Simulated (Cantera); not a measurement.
**CH3Cl + F2 + H2 (fluorocarbon and chlorocarbon gases)**

Input: 1 mol CH3Cl, 0.23 mol F2, 2.9 mol H2, equilibrated at 75.0 Torr.

Equilibrium computed with Cantera from the NASA thermochemical tables; the gas is ideal and each condensed phase is pure. Candidate condensed phases: C, C6H6, C7H8, C8H18; 118 gas species. Rates play no part.

```
T (°C)  log p H2  log p HCl  log p HF  log p H  log p Cl  n C(graphite)
------  --------  ---------  --------  -------  --------  -------------
1727       -1.15      -1.71     -2.05    -3.36     -4.06          0.994
1777       -1.15      -1.71     -2.05    -3.22     -3.91          0.992
1827       -1.15      -1.72     -2.05    -3.08     -3.78          0.989
1877       -1.15      -1.72     -2.05    -2.95     -3.65          0.986
1927       -1.15      -1.72     -2.05    -2.83     -3.53          0.981
1977       -1.16      -1.72     -2.05    -2.71     -3.42          0.976
2027       -1.16      -1.73     -2.05    -2.59     -3.30          0.969
2077       -1.16      -1.73     -2.06    -2.49     -3.20          0.960
2127       -1.17      -1.74     -2.06    -2.38     -3.10          0.950
```
log p: log10 of the partial pressure in bar; n: condensed amount in mol.

From 1727 °C to 2127 °C the condensed part is C(graphite). The main C-bearing gas is C2H2 (acetylene) throughout. The share of C in condensed phases is highest at 1727 °C (99.4 %) and lowest at 2127 °C (95.0 %).
